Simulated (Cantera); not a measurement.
# Hydrocarbon pyrolysis for carbon deposition

A perfectly stirred reactor is fed with C2H6 : N2 = 1 : 150 (molar parts), at 0.513 atm; it is held at 1625 K, and followed from long to short residence time.

Model: GRI-Mech 3.0 (53 species, 325 reactions), integrated in Cantera. GRI-Mech 3.0 stops at C3 and has no aromatics, soot or wall deposition, so with more carbon than oxygen in the feed, carbon stays in small species such as C2H2 where larger ones or solid carbon would form.

| τ (s) | x C2H6 | x CH4 | x CH3 | x C2H | x HCN |
|---|---|---|---|---|---|
| 7.3 | 4.93e-7 | 0.000673 | 1.50e-5 | 2.60e-8 | 1.36e-5 |
| 2.5 | 1.34e-6 | 0.000938 | 2.44e-5 | 2.99e-8 | 1.01e-5 |
| 0.88 | 3.42e-6 | 0.00118 | 3.85e-5 | 3.68e-8 | 8.57e-6 |
| 0.30 | 8.54e-6 | 0.00134 | 5.99e-5 | 4.91e-8 | 8.06e-6 |
| 0.11 | 1.92e-5 | 0.00143 | 8.84e-5 | 6.70e-8 | 7.96e-6 |
| 0.037 | 4.52e-5 | 0.00148 | 0.000133 | 9.41e-8 | 7.72e-6 |
| 0.013 | 0.000102 | 0.00152 | 0.000197 | 1.26e-7 | 7.07e-6 |
| 0.0044 | 0.000241 | 0.00154 | 0.000300 | 1.58e-7 | 5.91e-6 |
| 0.0015 | 0.000575 | 0.00145 | 0.000461 | 1.72e-7 | 4.49e-6 |
| 0.00053 | 0.00133 | 0.00114 | 0.000694 | 1.45e-7 | 3.09e-6 |
| 0.00018 | 0.00287 | 0.000609 | 0.000954 | 7.51e-8 | 1.74e-6 |
x: mole fraction; the columns are a selection and need not sum to one.
